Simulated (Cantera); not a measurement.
A closed system holds: 1 mol SiCl4, 10 mol NH3, equilibrated at 802 °C and 75.0 Torr.

These are equilibrium values from Cantera (NASA tables, ideal gas, pure condensed phases), not measurements of a reactor. Candidate condensed phases: NH4Cl, Si, Si3N4; 28 gas species. Equilibrium is a limit: real reactors are often held back by kinetics, nucleation or transport.

Base state: H2 0.611, N2 0.204, HCl 0.184, SiCl4 0.000930, SiHCl3 3.85e-5 (mole fractions); condensed: Si3N4(s).

Q: What changes in the equilibrium state with this change: NH3 from 10 to 1.4 mol?

A: 
```
species          before     after
-------------  --------  --------
HCl               0.184     0.424
H2                0.611     0.321
SiCl4          0.000930     0.147
N2                0.204     0.107
SiCl3           6.63e-6  0.000328
SiHCl3          3.85e-5   0.00138
SiCl2           7.49e-7   1.16e-5
Si3N4(s), mol     0.326     0.138
```
The tables' values for SiCl3 are old estimates; treat these amounts as uncertain.

Q: What changes in the equilibrium state with this change: temperature from 802 °C to 1777 °C?

A: 
| species | before | after |
|---|---|---|
| H2 | 0.611 | 0.625 |
| N2 | 0.204 | 0.226 |
| HCl | 0.184 | 0.103 |
| SiCl2 | 7.49e-7 | 0.0381 |
| Si | <1e-9 | 0.000773 |
| SiCl | <1e-9 | 0.000745 |
| H | 3.63e-8 | 0.00567 |
| SiH | <1e-9 | 0.000117 |
| SiH2 | <1e-9 | 8.75e-5 |
| Si3N4(s), mol | 0.326 | 0 |
| Si(l), mol | 0 | 0.111 |
The tables' values for SiCl, SiCl3, SiN are old estimates; treat these amounts as uncertain. Gases not in the tables: Si2H6 and higher silanes.
